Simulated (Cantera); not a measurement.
**Low-pressure radical oxidation in H2/O2**

An isothermal, constant-pressure homogeneous reactor starts with 3.10 % H2, 96.9 % O2, equivalence ratio 0.016, at 900 K and 1300 Pa.

Cantera simulation using the H2/O2 subset of GRI-Mech 3.0, which has no nitrogen chemistry; the numbers are that mechanism's predictions, not measurements. Radical loss at walls, strong at low pressure, is not modelled. Below about 950 K walls govern HO2 and H2O2 in real vessels.

```csv
t (s),x H2,x O2,x H2O2,x OH,x H2O
0.000500,0.0310,0.969,<1e-12,2.43e-12,2.37e-12
0.00118,0.0310,0.969,<1e-12,9.73e-12,2.12e-11
0.00277,0.0310,0.969,<1e-12,8.42e-11,3.02e-10
0.00652,0.0310,0.969,<1e-12,8.17e-9,3.32e-8
0.0153,0.0294,0.968,1.97e-8,0.000270,0.00125
0.0361,0.000815,0.964,1.26e-7,0.000572,0.0296
0.0850,0.000109,0.968,5.87e-8,0.000139,0.0313
0.200,2.21e-5,0.968,3.83e-8,5.35e-5,0.0314
0.471,4.97e-6,0.968,2.47e-8,2.37e-5,0.0315
1.11,1.07e-6,0.968,1.40e-8,1.12e-5,0.0315
2.61,2.01e-7,0.969,7.25e-9,5.56e-6,0.0315
6.14,3.13e-8,0.969,3.57e-9,2.94e-6,0.0315
14.4,4.77e-9,0.969,1.74e-9,1.65e-6,0.0315
34.0,1.08e-9,0.969,8.49e-10,9.72e-7,0.0315
80.0,3.46e-10,0.969,4.12e-10,5.92e-7,0.0315
```
x: mole fraction; the columns are a selection and need not sum to one.

Equilibrium at this temperature and pressure: H2 <1e-12, O2 0.969, H2O2 2.41e-12, OH 3.21e-8, H2O 0.0315 (gas phase only).
